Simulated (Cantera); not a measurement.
Charge: 1 mol SiHCl₃, 0.018 mol CH₄, 45 mol H₂, at 2127 °C and 0.00150 bar.

Equilibrium computed with Cantera from the NASA thermochemical tables; the gas is ideal and each condensed phase is pure. Candidate condensed phases: C, C₆H₆, C₇H₈, C₈H₁₈, Si, SiC; 109 gas species. The tables' values for SiCl are old estimates; treat these amounts as uncertain. The numbers say what is thermodynamically allowed, not how fast it happens.

Base state: H₂ 0.610, H 0.321, HCl 0.0376, Si 0.0168, Cl 0.0141, SiCl 0.000187, SiH 0.000158, C₂H₂ (acetylene) 8.12e-5 (mole fractions); condensed: gas only.

Q: What changes in the equilibrium state with this change: SiHCl₃ replaced by SiH₄?

A: 
```json
[
 {"species": "H₂", "before": "0.610", "after": "0.651"},
 {"species": "H", "before": "0.321", "after": "0.331"},
 {"species": "Si", "before": "0.0168", "after": "0.0171"},
 {"species": "HCl", "before": "0.0376", "after": "0"},
 {"species": "Cl", "before": "0.0141", "after": "0"},
 {"species": "SiCl", "before": "0.000187", "after": "0"},
 {"species": "SiCl₂", "before": "4.32e-5", "after": "0"},
 {"species": "SiH", "before": "0.000158", "after": "0.000165"},
 {"species": "SiC₂", "before": "6.17e-5", "after": "6.01e-5"},
 {"species": "C₂H₂ (acetylene)", "before": "8.12e-5", "after": "8.31e-5"}
]
```
